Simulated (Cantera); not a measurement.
# Equilibrium for nitride etching: BN + O2 + N2

Input: 1 mol BN, a varied amount of O2, 0.77 mol N2, held at 1.30e-5 bar.

These are equilibrium values from Cantera (NASA tables, ideal gas, pure condensed phases), not measurements of a reactor. Candidate condensed phases: B, BN, B2O3; 17 gas species. Mutual solubility and eutectic melting of coexisting phases are not modelled. The numbers say what is thermodynamically allowed, not how fast it happens.

Map the stable condensed phases over T = 1548, 1573, 1598, 1623, 1648, 1673, 1698, 1723, 1748, 1773, 1798, 1823, 1848 K and n(O2) in mol = 0.15, 0.35, 0.54, 0.74, 0.94, 1.1, 1.3, 1.5.


```
T in K \ n(O2) in mol
         0.15 0.35 0.54 0.74 0.94  1.1  1.3  1.5
   1848     A    B    C    C    C    C    C    C
   1823     D    D    C    C    C    C    C    C
   1798     D    D    C    C    C    C    C    C
   1773     D    D    C    C    C    C    C    C
   1748     D    D    C    C    C    C    C    C
   1723     D    D    C    C    C    C    C    C
   1698     D    D    C    C    C    C    C    C
   1673     D    D    C    C    C    C    C    C
   1648     D    D    C    C    C    C    C    C
   1623     D    D    C    C    C    C    C    C
   1598     D    D    C    C    C    C    C    C
   1573     D    D    D    C    C    C    C    C
   1548     D    D    D    C    C    C    C    C
```
A: B + BN; B: B; C: gas only; D: BN.
